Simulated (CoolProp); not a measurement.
Vapour-liquid equilibrium of benzene (1) + octamethylcyclotetrasiloxane (D4) (2) at 0.968 bar; x and y are mole fractions of (1).

The numbers come from the multi-fluid Helmholtz-energy mixture model, Thol 2012 and Thol 2015; pair parameters Bell 2016 in CoolProp.

Task: Give the bubble temperature and the first vapour's composition at x = 0.15, 0.45, 0.55. Is there an azeotrope?

Result: x = 0.15: 416.9 K, y = 0.623; x = 0.45: 379.1 K, y = 0.934; x = 0.55: 372.1 K, y = 0.959. No azeotrope shows between x = 0.05 and 0.95.

Pair parameters are fitted to limited data, so mixtures are less certain than the pure fluids.
